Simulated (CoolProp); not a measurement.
Vapour-liquid equilibrium of ethanol (1) + benzene (2) at 1.67 MPa; x and y are mole fractions of (1).

Model: multi-fluid Helmholtz-energy mixture model, Schroeder 2014 and Thol 2012; pair parameters Bell 2016, in CoolProp.

```csv
x,bubble temperature (K),y at the bubble point,dew temperature at overall composition x (K),liquid density (mol/L)
0.05,472.0,0.158,479.3,8.484
0.15,459.3,0.347,472.5,8.886
0.25,452.8,0.451,465.8,9.224
0.35,449.2,0.519,459.1,9.568
0.45,446.9,0.573,452.8,9.953
0.55,445.5,0.626,447.8,10.40
0.65,444.6,0.684,445.0,10.92
0.75,444.2,0.754,444.2,11.51
0.85,444.4,0.841,444.4,12.16
0.95,445.0,0.944,445.0,12.89
```

y crosses x between x = 0.75 and 0.85: the model has an azeotrope there.

The pair parameters rest on a limited set of measurements; away from them the model extrapolates.
